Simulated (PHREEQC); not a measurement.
Make-up at 25 °C: 0.02 mol/kgw CuSO4, 0.24 mol/kgw MnCl2 and 0.013 mol/kgw Fe(NO3)3. Closed to the air; pH follows from the charge balance.

Computed with PHREEQC (ion-association model, phreeqc.dat).

Q: The ionic strength comes out as 0.658 mol/kgw. What activity coefficients do MnCl3-, Fe(OH)2+, Fe3(OH)4+5, Cl-, CuCl+ get?

A: MnCl3- 0.67, Fe(OH)2+ 0.68, Fe3(OH)4+5 0.00064, Cl- 0.63, CuCl+ 0.63.

This is a speciation only: nothing precipitates in the calculation. Saturation is exceeded, for instance for Hematite (slow to form), Goethite (slow to form); the values hold only as long as no solid forms. Species that the database lacks are ignored.
